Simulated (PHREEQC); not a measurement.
# Copper plating or etch bath: speciation

Make-up at 34 °C: 10 mmol/kgw CuCl2, 4.9 mmol/kgw HBF4 and 0.12 mmol/kgw NaCl. Closed to the air; pH follows from the charge balance.

All values are PHREEQC results (ion-association model, phreeqc.dat), not measurements.

This is a speciation only: nothing precipitates in the calculation.

**Question.** What pH, ionic strength does the model give?

**Answer.** pH 2.40; ionic strength 0.0337 mol/kgw.

**Question.** In which forms is Cu present?

**Answer.** Cu+2 95 %, CuCl+ 4.1 %, CuF+ 0.8 % of the Cu.

Real BF4- forms and hydrolyses slowly; the run takes it at equilibrium.
